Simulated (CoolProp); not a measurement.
Saturation properties of dimethyl ether.

The numbers come from the reference Helmholtz-energy equation of state, Wu 2011 in CoolProp.

```csv
T (K),p (MPa),liquid density (kg/m³),liquid cp (kJ/(kg K)),surface tension (mN/m),liquid viscosity (µPa s),vapour viscosity (µPa s)
280.1,0.3379,689.6,2.348,13.9,150,8.83
282.3,0.3632,686.3,2.358,13.6,147,8.89
284.5,0.3899,682.9,2.367,13.3,144,8.95
286.7,0.4181,679.5,2.377,12.9,141,9.01
288.9,0.4478,676.1,2.388,12.6,139,9.07
291,0.4776,672.8,2.398,12.3,136,9.13
293.2,0.5103,669.4,2.409,12.0,134,9.19
295.4,0.5448,665.9,2.420,11.7,131,9.25
297.6,0.5809,662.3,2.432,11.4,129,9.32
299.8,0.6188,658.7,2.444,11.1,126,9.38
302,0.6585,655.1,2.457,10.8,124,9.45
304.2,0.7001,651.5,2.470,10.5,122,9.52
306.3,0.7416,648.0,2.483,10.2,119,9.58
308.5,0.7870,644.3,2.496,9.89,117,9.65
310.7,0.8345,640.5,2.511,9.59,115,9.72
```

It boils at 248.4 K under 1 atm.

Viscosity comes from a separate model (Meng 2012). Surface tension comes from a separate correlation (Mulero 2012).
